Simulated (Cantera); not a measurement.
# Ignition delay

Mixture: 33.3 % H2, 13.9 % O2, 52.4 % N2, 0.400 % NO, at 16.0 bar, adiabatic and at constant volume. Ignition delay is the time to a rise of 400 K.

Computed with Cantera and GRI-Mech 3.0 (53 species, 325 reactions). The hydrogen kinetics of GRI-Mech 3.0 are dated; newer H2 mechanisms differ, most at raised pressure. The pressure lies above the range GRI-Mech 3.0 was tuned for (to about 10 atm). The mechanism lacks 2 NO + O2 → 2 NO2 and HONO, so NO2 and the effect of NO are under-described below about 1400 K.

```tsv
T0 (K)	delay (ms)
1075	0.0440
1175	0.0145
1275	0.00482
1375	0.00197
1475	0.00107
1575	0.000702
1675	0.000509
```

```yaml
apparent activation energy between 1475 and 1675 K: 76 kJ/mol
```
